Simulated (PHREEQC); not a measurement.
Make-up at 25 °C: 0.00047 mol/kgw Ag2SO4, 0.0047 mol/kgw HNO3 and 0.00012 mol/kgw Zn(NO3)2. Closed to the air; pH follows from the charge balance.

The numbers come from PHREEQC with the ion-association model, wateq4f.dat.

| quantity | before | after |
|---|---|---|
| pH | 2.37 | 3.34 |
| SO4-2 (mol/kgw) | 0.000348 | 4.50e-5 |
| HSO4- (mol/kgw) | 0.000113 | 1.83e-6 |
| AgSO4- (mol/kgw) | 4.56e-6 | 7.35e-8 |
| AgNO3 (mol/kgw) | 1.99e-6 | 2.24e-8 |
| SI of Ag2O (Ag2O) | -13.97 | -13.98 |

Task: Name the change that produced these shifts.
A) Zn(NO3)2 left out
B) Ag2SO4 from 0.00047 to 0.00094 mol/kgw
C) Zn(NO3)2 from 0.00012 to 0.0006 mol/kgw
D) diluted 10-fold with water
E) diluted 100-fold with water

Result: D, diluted 10-fold with water

Precipitation was switched off in this run.
